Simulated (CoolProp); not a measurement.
A single-stage vapour-compression cycle with R142b: evaporating at 270.15 K (dew point), condensing at 316.15 K (bubble point), superheat 5 K, subcooling 0 K, compressor efficiency 0.8, no pressure losses. Each further row changes one setting.

Values from CoolProp's reference Helmholtz-energy equation of state, Lemmon 2006. It is a short technical equation, of lower accuracy than the large ones.

```
case                              cooling COP  pressure ratio  discharge temperature (K)  refrigerating effect (kJ/kg)  volumetric capacity (kJ/m³)
--------------------------------  -----------  --------------  -------------------------  ----------------------------  ---------------------------
as stated                                3.87            4.40                      333.1                           164                          973
evaporating temperature 275.15 K          ___            3.64                      331.2                           167                         1190
condensing temperature 311.15 K          4.46            3.83                      327.5                           171                         1010
subcooling 5 K                           4.03            4.40                      333.1                           171                         1010
superheat 15 K                           3.90            4.40                      343.5                           ___                          981
compressor efficiency 0.7                 ___            4.40                      339.2                           164                          973
```

### Question
Some entries are withheld; supply them.

### Answer

- evaporating temperature 275.15 K, cooling COP: 4.52
- superheat 15 K, refrigerating effect (kJ/kg): 172
- compressor efficiency 0.7, cooling COP: 3.39
